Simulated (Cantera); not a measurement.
N2O furnace oxynitridation

A perfectly stirred reactor is fed with N₂O : H₂O = 5.2 : 0.019 (molar parts), at 1.01 bar; it is held at 1400 K, and followed from long to short residence time.

Model: GRI-Mech 3.0 (53 species, 325 reactions), integrated in Cantera. GRI-Mech 3.0 was tuned for natural gas; its chemistry of N2O as a main component is partial and can be far from experiment. The temperature is held fixed by assumption; the heat of reaction is taken as removed at once.

| τ (s) | x N₂O | x H₂O | x NO | x O | x O₂ | x H₂ |
|---|---|---|---|---|---|---|
| 3.4 | 0.0204 | 0.00245 | 0.0432 | 5.12e-6 | 0.304 | 1.43e-8 |
| 1.4 | 0.0447 | 0.00248 | 0.0561 | 7.36e-6 | 0.289 | 1.90e-8 |
| 0.57 | 0.0950 | 0.00253 | 0.0679 | 1.03e-5 | 0.266 | 2.44e-8 |
| 0.23 | 0.191 | 0.00265 | 0.0737 | 1.38e-5 | 0.231 | 2.97e-8 |
| 0.096 | 0.341 | 0.00283 | 0.0683 | 1.71e-5 | 0.184 | 3.40e-8 |
| 0.040 | 0.538 | 0.00307 | 0.0519 | 1.99e-5 | 0.127 | 3.69e-8 |
| 0.016 | 0.735 | 0.00330 | 0.0310 | 2.18e-5 | 0.0714 | 3.93e-8 |
| 0.0067 | 0.865 | 0.00346 | 0.0159 | 2.28e-5 | 0.0357 | 4.15e-8 |
| 0.0028 | 0.936 | 0.00355 | 0.00733 | 2.35e-5 | 0.0162 | 4.27e-8 |
| 0.0011 | 0.972 | 0.00360 | 0.00303 | 2.39e-5 | 0.00659 | 3.86e-8 |
| 0.00047 | 0.986 | 0.00362 | 0.00133 | 2.41e-5 | 0.00284 | 2.70e-8 |
x: mole fraction; the columns are a selection and need not sum to one.
